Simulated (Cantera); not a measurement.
A closed system holds: 1 mol Si3N4, 0.024 mol N2O, 460 mol H2, held at 2200 K and 3.30 Torr.

Equilibrium computed with Cantera from the NASA thermochemical tables; the gas is ideal and each condensed phase is pure. Candidate condensed phases: H2O, Si, SiO2, Si2N2O, Si3N4; 35 gas species. Gases not in the tables: Si2H6 and higher silanes. Kinetics and transport are ignored.

### Question
What is the equilibrium state?

### Answer
| Item | Value |
|---|---|
| x(H2) | 0.909 |
| x(H) | 0.0809 |
| x(Si) | 0.00594 |
| x(N2) | 0.00417 |
| x(SiH) | 0.000166 |
| x(SiO) | 4.95e-5 |
| x(SiH2) | 1.92e-5 |
| x(Si2) | 6.74e-6 |
| x(SiN) | 4.30e-6 |
| gas amount | 484.6 mol |
| log10 activity of Si(l) (absent) | -1.15 |
